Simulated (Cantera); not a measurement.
An isothermal, constant-pressure homogeneous reactor starts with NH3 : H2 = 1 : 3.5 (molar parts), at 1625 K and 0.0267 bar. Integrator tolerance rtol = 1e-08.

Detailed kinetics in Cantera: the gas-phase N/H chemistry of the illustrative SiF4/NH3 mechanism in the Surface Chemkin manual (1991). Walls and surfaces, which speed up NH3 decomposition in real reactors, are not modelled.

Problem. What does this change do: temperature 1625 to 2198 K?

Solution. 
| quantity | before | after |
|---|---|---|
| x(NH3) at 10.0 s | 0.201 (gas-phase equilibrium 3.01e-7) | 1.93e-7 (gas-phase equilibrium 9.78e-8) |
| x(H2) at 10.0 s | 0.790 (gas-phase equilibrium 0.909) | 0.878 (gas-phase equilibrium 0.878) |
| x(H) at 10.0 s | 0.000105 (gas-phase equilibrium 0.000415) | 0.0322 (gas-phase equilibrium 0.0322) |
| x(NH) at 10.0 s | 5.89e-7 (gas-phase equilibrium 1.06e-11) | 2.00e-8 (gas-phase equilibrium 1.02e-8) |
| x(N2H4) at 10.0 s | 2.24e-9 (gas-phase equilibrium <1e-12) | <1e-12 (gas-phase equilibrium <1e-12) |
| x(N) at 10.0 s | 3.36e-8 (gas-phase equilibrium 2.14e-12) | 4.38e-8 (gas-phase equilibrium 2.22e-8) |
| x(N2H2) at 10.0 s | 1.90e-7 (gas-phase equilibrium <1e-12) | <1e-12 (gas-phase equilibrium <1e-12) |

Problem. What does this change do: temperature 1625 to 2375 K?

Solution. 
```tsv
quantity	before	after
x(NH3) at 10.0 s	0.201 (gas-phase equilibrium 3.01e-7)	7.17e-8 (gas-phase equilibrium 7.17e-8)
x(H2) at 10.0 s	0.790 (gas-phase equilibrium 0.909)	0.833 (gas-phase equilibrium 0.833)
x(H) at 10.0 s	0.000105 (gas-phase equilibrium 0.000415)	0.0794 (gas-phase equilibrium 0.0794)
x(NH) at 10.0 s	5.89e-7 (gas-phase equilibrium 1.06e-11)	4.20e-8 (gas-phase equilibrium 4.20e-8)
x(N2H4) at 10.0 s	2.24e-9 (gas-phase equilibrium <1e-12)	<1e-12 (gas-phase equilibrium <1e-12)
x(N) at 10.0 s	3.36e-8 (gas-phase equilibrium 2.14e-12)	1.56e-7 (gas-phase equilibrium 1.56e-7)
x(N2H2) at 10.0 s	1.90e-7 (gas-phase equilibrium <1e-12)	<1e-12 (gas-phase equilibrium <1e-12)
```

Problem. What does this change do: temperature 1625 to 1275 K?

Solution. 
```csv
quantity,before,after
x(NH3) at 10.0 s,0.201 (gas-phase equilibrium 3.01e-7),0.222 (gas-phase equilibrium 9.39e-7)
x(H2) at 10.0 s,0.790 (gas-phase equilibrium 0.909),0.778 (gas-phase equilibrium 0.909)
x(H) at 10.0 s,0.000105 (gas-phase equilibrium 0.000415),2.42e-6 (gas-phase equilibrium 4.33e-6)
x(NH) at 10.0 s,5.89e-7 (gas-phase equilibrium 1.06e-11),7.60e-10 (gas-phase equilibrium <1e-12)
x(N2H4) at 10.0 s,2.24e-9 (gas-phase equilibrium <1e-12),2.21e-10 (gas-phase equilibrium <1e-12)
x(N) at 10.0 s,3.36e-8 (gas-phase equilibrium 2.14e-12),8.49e-12 (gas-phase equilibrium <1e-12)
x(N2H2) at 10.0 s,1.90e-7 (gas-phase equilibrium <1e-12),2.47e-9 (gas-phase equilibrium <1e-12)
```
